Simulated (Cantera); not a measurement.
An adiabatic, constant-pressure homogeneous reactor starts with CH₄ : CO : O₂ : N₂ = 1 : 0.22 : 1.05 : 8.86 (molar parts), equivalence ratio 2.0, at 1500 K and 101000 Pa. Integrator tolerance rtol = 1e-08.

Detailed kinetics in Cantera: GRI-Mech 3.0 (53 species, 325 reactions).

Task: What does this change do: pressure from 101000 Pa to 2200000 Pa?

Result: 
```csv
quantity,before,after
time of steepest temperature rise,3.38 ms,0.332 ms
temperature at 1.00 s,2174 K,2181 K
equilibrium temperature,2174 K,2181 K
x(CH₄) at 1.00 s,1.21e-11 (gas-phase equilibrium 1.36e-11),5.63e-9 (gas-phase equilibrium 6.23e-9)
x(CO) at 1.00 s,0.0865 (gas-phase equilibrium 0.0865),0.0866 (gas-phase equilibrium 0.0866)
x(O₂) at 1.00 s,6.98e-7 (gas-phase equilibrium 6.98e-7),3.54e-8 (gas-phase equilibrium 3.54e-8)
x(H₂O₂) at 1.00 s,2.03e-10 (gas-phase equilibrium 2.03e-10),2.18e-10 (gas-phase equilibrium 2.18e-10)
x(HCO) at 1.00 s,3.11e-8 (gas-phase equilibrium 3.11e-8),1.50e-7 (gas-phase equilibrium 1.50e-7)
x(C₂H₂) at 1.00 s,<1e-12 (gas-phase equilibrium <1e-12),3.24e-12 (gas-phase equilibrium 3.58e-12)
x(N₂O) at 1.00 s,1.13e-9 (gas-phase equilibrium 1.13e-9),1.21e-9 (gas-phase equilibrium 1.21e-9)
```
The pressure lies above the range GRI-Mech 3.0 was tuned for (to about 10 atm).

Task: What does this change do: 0.028 parts C2H6 added?

Result: 
```csv
quantity,before,after
time of steepest temperature rise,3.38 ms,1.71 ms
temperature at 1.00 s,2174 K,2145 K
equilibrium temperature,2174 K,2145 K
x(CH₄) at 1.00 s,1.21e-11 (gas-phase equilibrium 1.36e-11),2.13e-11 (gas-phase equilibrium 2.42e-11)
x(CO) at 1.00 s,0.0865 (gas-phase equilibrium 0.0865),0.0911 (gas-phase equilibrium 0.0911)
x(O₂) at 1.00 s,6.98e-7 (gas-phase equilibrium 6.98e-7),3.52e-7 (gas-phase equilibrium 3.52e-7)
x(H₂O₂) at 1.00 s,2.03e-10 (gas-phase equilibrium 2.03e-10),1.25e-10 (gas-phase equilibrium 1.25e-10)
x(HCO) at 1.00 s,3.11e-8 (gas-phase equilibrium 3.11e-8),3.09e-8 (gas-phase equilibrium 3.09e-8)
x(C₂H₂) at 1.00 s,<1e-12 (gas-phase equilibrium <1e-12),<1e-12 (gas-phase equilibrium <1e-12)
x(N₂O) at 1.00 s,1.13e-9 (gas-phase equilibrium 1.13e-9),7.48e-10 (gas-phase equilibrium 7.45e-10)
```
